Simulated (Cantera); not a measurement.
Input: 1 mol CH4, a varied amount of O2, at 1577 °C and 10.0 mbar.

These are equilibrium values from Cantera (NASA tables, ideal gas, pure condensed phases), not measurements of a reactor. Candidate condensed phases: C, C6H6, C7H8, C8H18, H2O; 110 gas species. Equilibrium is a limit: real reactors are often held back by kinetics, nucleation or transport.

**Question.** At 0.2 mol O2, list the 4 most abundant gas species with their mole fractions, and the condensed phases.

**Answer.** H2 0.829, CO 0.166, H 0.00490, C2H2 (acetylene) 0.000217. Condensed: C(graphite).
